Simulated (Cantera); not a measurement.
**Adiabatic ignition**

An adiabatic, constant-volume homogeneous reactor starts with 5.31 % CH4, 1.59 % C2H6, 1.01 % C3H8, 19.3 % O2, 72.8 % N2, at 1550 K and 6.12 atm.

Cantera simulation using GRI-Mech 3.0 (53 species, 325 reactions); the numbers are that mechanism's predictions, not measurements. GRI-Mech 3.0 was tuned for natural gas; its chemistry of propane as a main component is partial and can be far from experiment. Above 3000 K some thermodynamic fits are extrapolated.

```json
[
 {"t (s)": "3.00e-6", "T (K)": "1547", "P (bar)": "6.19", "x CH4": "0.0528", "x C2H6": "0.0155", "x C3H8": "0.00954", "x H2O2": "8.41e-6", "x HCN": "<1e-12", "x O2": "0.193", "x CH3": "0.000625"},
 {"t (s)": "8.68e-6", "T (K)": "1562", "P (bar)": "6.29", "x CH4": "0.0507", "x C2H6": "0.0132", "x C3H8": "0.00729", "x H2O2": "3.36e-5", "x HCN": "3.02e-11", "x O2": "0.188", "x CH3": "0.00104"},
 {"t (s)": "2.51e-5", "T (K)": "3142", "P (bar)": "13.6", "x CH4": "<1e-12", "x C2H6": "<1e-12", "x C3H8": "<1e-12", "x H2O2": "1.37e-6", "x HCN": "1.18e-8", "x O2": "0.0155", "x CH3": "2.11e-12"},
 {"t (s)": "7.27e-5", "T (K)": "3128", "P (bar)": "13.5", "x CH4": "<1e-12", "x C2H6": "<1e-12", "x C3H8": "<1e-12", "x H2O2": "1.23e-6", "x HCN": "2.94e-8", "x O2": "0.0128", "x CH3": "2.33e-12"},
 {"t (s)": "0.000211", "T (K)": "3123", "P (bar)": "13.5", "x CH4": "<1e-12", "x C2H6": "<1e-12", "x C3H8": "<1e-12", "x H2O2": "1.19e-6", "x HCN": "3.42e-8", "x O2": "0.0122", "x CH3": "2.39e-12"},
 {"t (s)": "0.000609", "T (K)": "3123", "P (bar)": "13.5", "x CH4": "<1e-12", "x C2H6": "<1e-12", "x C3H8": "<1e-12", "x H2O2": "1.19e-6", "x HCN": "3.42e-8", "x O2": "0.0122", "x CH3": "2.39e-12"},
 {"t (s)": "0.00176", "T (K)": "3123", "P (bar)": "13.5", "x CH4": "<1e-12", "x C2H6": "<1e-12", "x C3H8": "<1e-12", "x H2O2": "1.19e-6", "x HCN": "3.42e-8", "x O2": "0.0122", "x CH3": "2.39e-12"},
 {"t (s)": "0.00510", "T (K)": "3123", "P (bar)": "13.5", "x CH4": "<1e-12", "x C2H6": "<1e-12", "x C3H8": "<1e-12", "x H2O2": "1.19e-6", "x HCN": "3.42e-8", "x O2": "0.0122", "x CH3": "2.39e-12"},
 {"t (s)": "0.0148", "T (K)": "3123", "P (bar)": "13.5", "x CH4": "<1e-12", "x C2H6": "<1e-12", "x C3H8": "<1e-12", "x H2O2": "1.19e-6", "x HCN": "3.42e-8", "x O2": "0.0122", "x CH3": "2.39e-12"},
 {"t (s)": "0.0428", "T (K)": "3123", "P (bar)": "13.5", "x CH4": "<1e-12", "x C2H6": "<1e-12", "x C3H8": "<1e-12", "x H2O2": "1.19e-6", "x HCN": "3.42e-8", "x O2": "0.0122", "x CH3": "2.39e-12"},
 {"t (s)": "0.124", "T (K)": "3123", "P (bar)": "13.5", "x CH4": "<1e-12", "x C2H6": "<1e-12", "x C3H8": "<1e-12", "x H2O2": "1.19e-6", "x HCN": "3.42e-8", "x O2": "0.0122", "x CH3": "2.39e-12"},
 {"t (s)": "0.358", "T (K)": "3123", "P (bar)": "13.5", "x CH4": "<1e-12", "x C2H6": "<1e-12", "x C3H8": "<1e-12", "x H2O2": "1.19e-6", "x HCN": "3.42e-8", "x O2": "0.0122", "x CH3": "2.39e-12"},
 {"t (s)": "1.04", "T (K)": "3123", "P (bar)": "13.5", "x CH4": "<1e-12", "x C2H6": "<1e-12", "x C3H8": "<1e-12", "x H2O2": "1.19e-6", "x HCN": "3.42e-8", "x O2": "0.0122", "x CH3": "2.39e-12"},
 {"t (s)": "3.00", "T (K)": "3123", "P (bar)": "13.5", "x CH4": "<1e-12", "x C2H6": "<1e-12", "x C3H8": "<1e-12", "x H2O2": "1.19e-6", "x HCN": "3.42e-8", "x O2": "0.0122", "x CH3": "2.39e-12"}
]
```
x: mole fraction; the columns are a selection and need not sum to one.

```
Property                                                          Result
---------------------------------  -------------------------------------
time of steepest temperature rise                                18.7 µs
temperature at 3.00 s                                             3123 K
equilibrium temperature                                           3123 K
x(CH4) at 3.00 s                   <1e-12 (gas-phase equilibrium <1e-12)
x(C2H6) at 3.00 s                  <1e-12 (gas-phase equilibrium <1e-12)
x(C3H8) at 3.00 s                  <1e-12 (gas-phase equilibrium <1e-12)
```
